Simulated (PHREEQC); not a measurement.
Consider water at 20 °C with 0.047 mol/kgw CuCl2, 0.2 mol/kgw HNO3 and 0.00088 mol/kgw FeCl3. Closed to the air; pH follows from the charge balance.

The numbers come from PHREEQC with the ion-association model, phreeqc.dat.

The ionic strength comes out as 0.340 mol/kgw. What activity coefficients do CuCl+, FeCl+2, FeOH+2, Fe+3, NO3- get?

CuCl+ 0.68, FeCl+2 0.25, FeOH+2 0.25, Fe+3 0.11, NO3- 0.65.

This is a speciation only: nothing precipitates in the calculation.
